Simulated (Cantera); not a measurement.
Feed: 1 mol CF4, 2.7 mol F2, 0.25 mol H2, at 0.100 bar.

Cantera equilibrium calculation (NASA polynomials, part measured and part estimated; ideal gas, pure solids and liquids). Candidate condensed phases: C, C6H6, C7H8, C8H18; 95 gas species. Gases not in the tables: C2F6 and larger saturated fluorocarbons. Equilibrium is a limit: real reactors are often held back by kinetics, nucleation or transport. All values below are at 2648 K.

Base state: F 0.802, CF2 0.0727, HF 0.0660, CF4 0.0522, CF3 0.00610, CF 0.00106, F2 2.47e-5 (mole fractions); condensed: gas only.

### Question
What changes in the equilibrium state with this change: F2 from 2.7 to 0.28 mol?

### Answer
| species | before | after |
|---|---|---|
| F | 0.802 | 0.517 |
| CF2 | 0.0727 | 0.234 |
| HF | 0.0660 | 0.161 |
| CF3 | 0.00610 | 0.0127 |
| CF4 | 0.0522 | 0.0698 |
| CF | 0.00106 | 0.00532 |
| H | 5.35e-6 | 2.03e-5 |

### Question
What changes in the equilibrium state with this change: pressure from 0.100 bar to 1.00 bar?

### Answer
```tsv
species	before	after
F	0.802	0.767
CF4	0.0522	0.151
HF	0.0660	0.0776
CF2	0.0727	0.00230
CF	0.00106	3.52e-6
F2	2.47e-5	0.000226
CF3	0.00610	0.00185
```
